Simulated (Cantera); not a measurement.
Cantera run, input and output.

```python
import numpy as np
import cantera as ct

surf = ct.Interface("ptcombust.yaml", "Pt_surf")
gas = surf.adjacent["gas"]
gas.TPX = 998, 220000, {'CH4': 0.0065, 'O2': 0.16, 'N2': 0.79}
surf.TP = 998, 220000
reactor = ct.FlowReactor(gas, clone=False)
reactor.area = 0.0001  # m2
reactor.surface_area_to_volume_ratio = 520  # 1/m
reactor.mass_flow_rate = 0.067 * reactor.area * gas.density  # inlet velocity 0.067 m/s
reactor.energy_enabled = False
wall = ct.ReactorSurface(surf, reactor, clone=False)
net = ct.ReactorNet([reactor])
net.rtol, net.atol = 1e-8, 1e-16
show, cover = ['CH4', 'O2', 'H2O', 'CO2', 'CO'], ['PT(S)', 'H(S)', 'O(S)', 'OH(S)', 'CO(S)', 'C(S)']

rows = []
print(f"{'z/m':>9s}{'u/(m/s)':>9s}" + "".join(f"{s:>13s}" for s in show + cover))
for z in [0.00067, 0.0012, 0.0021, 0.0038, 0.0067, 0.012, 0.021, 0.038, 0.067]:
    net.advance(z)
    rows.append([reactor.speed, *gas[show].X, *surf[cover].coverages])
    print(f"{z:9.4g}{rows[-1][0]:9.3g}" + "".join(f"{x:13.4e}" for x in rows[-1][1:]))
```

Output:

```
      z/m  u/(m/s)          CH4           O2          H2O          CO2           CO        PT(S)         H(S)         O(S)        OH(S)        CO(S)         C(S)
  0.00067    0.067   5.8218e-03   1.6534e-01   1.9407e-03   9.6602e-04   2.4306e-06   1.3660e-01   9.9707e-08   8.6237e-01   1.0258e-03   6.1244e-06   3.7858e-08
   0.0012    0.067   5.1461e-03   1.6400e-01   3.2828e-03   1.6345e-03   2.1572e-06   1.3676e-01   1.2929e-07   8.6191e-01   1.3292e-03   5.4326e-06   3.3572e-08
   0.0021    0.067   4.1645e-03   1.6206e-01   5.2256e-03   2.6000e-03   1.7712e-06   1.3703e-01   1.6318e-07   8.6129e-01   1.6744e-03   4.4249e-06   2.7312e-08
   0.0038    0.067   2.7651e-03   1.5931e-01   7.9757e-03   3.9588e-03   1.3190e-06   1.3746e-01   2.0225e-07   8.6047e-01   2.0682e-03   2.9943e-06   1.8282e-08
   0.0067    0.067   1.3227e-03   1.5648e-01   1.0802e-02   5.3495e-03   1.1483e-06   1.3793e-01   2.3646e-07   8.5965e-01   2.4084e-03   1.5644e-06   8.8241e-09
    0.012    0.067   3.2489e-04   1.5444e-01   1.2841e-02   6.3833e-03   4.9316e-07   1.3830e-01   2.5877e-07   8.5907e-01   2.6276e-03   4.3582e-07   2.1819e-09
    0.021    0.067   3.0137e-05   1.5381e-01   1.3483e-02   6.7222e-03   7.2571e-08   1.3841e-01   2.6549e-07   8.5889e-01   2.6932e-03   4.6756e-08   2.0283e-10
    0.038    0.067   3.3922e-07   1.5372e-01   1.3564e-02   6.7689e-03   1.1225e-08   1.3843e-01   2.6633e-07   8.5887e-01   2.7014e-03   2.9502e-09   2.2837e-12
    0.067    0.067   2.4109e-10   1.5371e-01   1.3577e-02   6.7809e-03   5.6452e-09   1.3843e-01   2.6648e-07   8.5886e-01   2.7027e-03   1.3149e-09   1.6233e-15
```

Model: Deutschmann's 1995 Pt surface mechanism with GRI-Mech 3.0 gas chemistry, integrated in Cantera. Catalytic surfaces can have several steady states; this one follows from the mechanism file's or the stated starting coverage. Mass transfer to the wall is taken as infinitely fast.
